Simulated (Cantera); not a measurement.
What does this Cantera script print?

```python
import numpy as np
import cantera as ct

gas_names = [...]  # 123 gases of nasa_gas.yaml made of C, H, O, Si
cond_names = """
    C(gr) C6H6(L) C7H8(L) C8H18(L),n-octa H2O(s) H2O(L) Si(cr) Si(L) SiC(b) SiO2(Lqz) SiO2(hqz) SiO2(L)
""".split()


# ... load() reads the species with a 1 bar reference pressure and builds the phases ...
atoms = {
    'SiC': {'Si': 1, 'C': 1},
    'O2': {'O': 2},
    'H2': {'H': 2},
}
top_T = {'C(gr)': 4500, 'SiC(b)': 3050}  # K; cautious upper limits of use, not melting points


# ... equilibrate(T, P, feed) seeds the gas with the atoms and calls Mixture.equilibrate('TP', solver="vcs", rtol=1e-11, max_steps=5000) ...
results = []
feed = {'SiC': 1, 'O2': 2.3, 'H2': 1.5}  # mol
T = 1525  # K
P = 101325  # Pa
mix = equilibrate(T, P, feed)
results.append((T, P, feed, dict(zip(mix.species_names, mix.species_moles))))
print(gas.report(threshold=1e-06))
for i in range(1, mix.n_phases):
    print(f"{mix.phase(i).name:16s} {mix.phase_moles(i):12.5e} mol")
```

Result:

```
       temperature   1525 K
          pressure   1.0132e+05 Pa
           density   0.18102 kg/m^3
  mean mol. weight   22.653 kg/kmol
   phase of matter   gas

                          1 kg             1 kmol
                     ---------------   ---------------
          enthalpy        -7.019e+06         -1.59e+08  J
   internal energy       -7.5787e+06       -1.7168e+08  J
           entropy             11408        2.5843e+05  J/K
    Gibbs function       -2.4417e+07        -5.531e+08  J
 heat capacity c_p            1980.2             44856  J/K
 heat capacity c_v            1613.1             36542  J/K

                      mass frac. Y      mole frac. X     chem. pot. / RT
                     ---------------   ---------------   ---------------
                CO           0.24588           0.19885           -37.135
               CO2           0.39078           0.20115             -62.9
                 H        4.1979e-07        9.4341e-06           -10.232
                H2          0.014341           0.16114           -20.463
               H2O             0.349           0.43885           -46.229
     [ +118 minor]        7.1916e-07        8.6683e-07

C(gr)             0.00000e+00 mol
Si(cr)            0.00000e+00 mol
SiC(b)            0.00000e+00 mol
SiO2(hqz)         1.00000e+00 mol
```

Equilibrium computed with Cantera from the NASA thermochemical tables; the gas is ideal and each condensed phase is pure. The tables hold silica as quartz up to 1696 K and as liquid above; real silica turns to tridymite and cristobalite and melts near 1996 K. Gases not in the tables: Si(OH)4.
